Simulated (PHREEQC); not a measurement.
Model water analysis in mg/kgw, 75 °C, pH 5.67, pe -0.7:

| constituent | mg/kgw |
|---|---|
| Na | 1.12 |
| K | 0.709 |
| Ca | 0.546 |
| Mg | 1.08 |
| Cl | 2.58 |
| S(6) as SO4 | 1.82 |
| Alkalinity as HCO3 | 4.47 |
| Zn | 0.00276 |
| Li | 0.000613 |
| Ba | 0.379 |

Valence states are taken as typed.

The numbers come from PHREEQC with the ion-association model, wateq4f.dat.

This is a speciation only: nothing precipitates in the calculation.

Q: What charge-balance error does the model give?

A: charge-balance error 1.3 %.

Q: In which forms is S present?

A: SO4-2 97 %, MgSO4 2.5 % of the S.

Species that the database lacks are ignored. At this temperature some constants are extrapolated from 25 °C, and those without enthalpy data are left unchanged.
